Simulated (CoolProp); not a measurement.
A single-stage vapour-compression cycle with fluoroethane (R161): evaporating at 252.15 K (dew point), condensing at 289.15 K (bubble point), superheat 10 K, subcooling 2 K, compressor efficiency 0.8, no pressure losses. Each further row changes one setting.

Model: reference Helmholtz-energy equation of state, Wu 2012, in CoolProp.

```json
[
 {"case": "as stated", "cooling COP": "___", "pressure ratio": "3.50", "discharge temperature (K)": "328.7", "refrigerating effect (kJ/kg)": "344", "volumetric capacity (kJ/m³)": "1630"},
 {"case": "evaporating temperature 257.15 K", "cooling COP": "___", "pressure ratio": "___", "discharge temperature (K)": "323.9", "refrigerating effect (kJ/kg)": "348", "volumetric capacity (kJ/m³)": "1990"},
 {"case": "condensing temperature 284.15 K", "cooling COP": "___", "pressure ratio": "3.02", "discharge temperature (K)": "___", "refrigerating effect (kJ/kg)": "355", "volumetric capacity (kJ/m³)": "1690"},
 {"case": "subcooling 7 K", "cooling COP": "4.86", "pressure ratio": "3.50", "discharge temperature (K)": "328.7", "refrigerating effect (kJ/kg)": "355", "volumetric capacity (kJ/m³)": "1690"},
 {"case": "superheat 20 K", "cooling COP": "4.67", "pressure ratio": "3.50", "discharge temperature (K)": "339.0", "refrigerating effect (kJ/kg)": "356", "volumetric capacity (kJ/m³)": "___"},
 {"case": "compressor efficiency 0.7", "cooling COP": "4.12", "pressure ratio": "3.50", "discharge temperature (K)": "335.8", "refrigerating effect (kJ/kg)": "344", "volumetric capacity (kJ/m³)": "1630"}
]
```

Question: What belongs in the gaps?

Answer: 
- as stated, cooling COP: 4.71
- evaporating temperature 257.15 K, cooling COP: 5.65
- evaporating temperature 257.15 K, pressure ratio: 2.89
- condensing temperature 284.15 K, cooling COP: 5.56
- condensing temperature 284.15 K, discharge temperature (K): 320.6
- superheat 20 K, volumetric capacity (kJ/m³): 1620
